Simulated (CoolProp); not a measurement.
Vapour pressure (MPa) of CHF3 (R23): the reference equation beside estimates from Tc = 26.1 °C, pc = 4.832 MPa, ω = 0.263. Clausius-Clapeyron is anchored at -101.15 °C with a constant enthalpy of vaporisation of 17.80 kJ/mol.

Computed with CoolProp (reference Helmholtz-energy equation of state, Penoncello 2003).

| T (°C) | reference | Lee-Kesler | Clausius-Clapeyron | Redlich-Kwong | Soave-Redlich-Kwong | Peng-Robinson |
|---|---|---|---|---|---|---|
| -125.15 | 0.003498 | 0.003178 | 0.003854 | 0.009347 | 0.003270 | 0.003547 |
| -113.15 | 0.01105 | 0.01030 | 0.01141 | 0.02634 | 0.01052 | 0.01110 |
| -101.15 | 0.02902 | 0.02768 | 0.02902 | 0.06199 | ? | 0.02897 |
| -89.15 | 0.06585 | 0.06406 | 0.06535 | 0.1272 | 0.06447 | 0.06559 |
| -77.15 | 0.1332 | 0.1316 | 0.1332 | 0.2345 | 0.1318 | ? |
| -65.15 | 0.2456 | 0.2453 | 0.2503 | 0.3974 | 0.2452 | 0.2446 |
| -53.15 | 0.4203 | 0.4227 | 0.4388 | ? | 0.4227 | 0.4193 |
| -41.15 | 0.6769 | 0.6828 | ? | 0.9454 | 0.6845 | 0.6766 |
| -29.15 | 1.037 | 1.046 | 1.143 | 1.357 | 1.053 | 1.039 |
| -17.25 | 1.519 | 1.531 | 1.719 | 1.873 | 1.546 | 1.526 |

**Question.** What belongs in the gaps?

**Answer.** 
- -101.15, Soave-Redlich-Kwong: 0.02804
- -77.15, Peng-Robinson: 0.1326
- -53.15, Redlich-Kwong: 0.6299
- -41.15, Clausius-Clapeyron: 0.7259

Absolute difference from the reference over all 10 rows, mean and median: Lee-Kesler 2.8 and 1.0 %, Clausius-Clapeyron 5.1 and 3.8 %, Redlich-Kwong 79.4 and 68.9 %, Soave-Redlich-Kwong 2.3 and 1.7 %, Peng-Robinson 0.4 and 0.4 %.
